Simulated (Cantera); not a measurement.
Input (Python, Cantera) and output of one run.

```python
import numpy as np
import cantera as ct

gas_names = """
    H HNO HNO2 HNO3 HO2 H2 H2O H2O2 Mg MgH MgN MgO MgOH MgO2H2 Mg2 N NH NH2 NH3 NH2OH NO NO2 NO3 N2 N2H2
    N2H4 N2O O OH O2 O3
""".split()
cond_names = """
    H2O(s) H2O(L) Mg(cr) Mg(L) MgO(s) MgO(L) MgO2H2(s)
""".split()


# ... load() reads the species with a 1 bar reference pressure and builds the phases ...
atoms = {
    'MgO': {'Mg': 1, 'O': 1},
    'H2O': {'H': 2, 'O': 1},
    'N2': {'N': 2},
}
top_T = {}  # K; cautious upper limits of use, not melting points


# ... equilibrate(T, P, feed) seeds the gas with the atoms and calls Mixture.equilibrate('TP', solver="vcs", rtol=1e-11, max_steps=5000) ...
results = []
feed = {'MgO': 1, 'H2O': 0.022, 'N2': 9.4}  # mol
T = 1575  # K
P = 37000  # Pa
mix = equilibrate(T, P, feed)
results.append((T, P, feed, dict(zip(mix.species_names, mix.species_moles))))
x = sorted(zip(gas.X, gas.species_names), reverse=True)
print(f"T = {T:g} K  P = {P:g} Pa  gas = {mix.phase_moles(0):.4g} mol")
print("   x: " + "  ".join(f"{s} {v:.3e}" for v, s in x if v > 0.0001))
print("   condensed (mol): " + ("  ".join(f"{mix.phase(i).name} {mix.phase_moles(i):.4g}"
      for i in range(1, mix.n_phases) if mix.phase_moles(i) > 1e-12) or "none"))
```

Result:

```
T = 1575 K  P = 37000 Pa  gas = 9.422 mol
   x: N2 9.977e-01  H2O 2.322e-03
   condensed (mol): MgO(s) 1
```

Cantera equilibrium calculation (NASA polynomials, part measured and part estimated; ideal gas, pure solids and liquids).
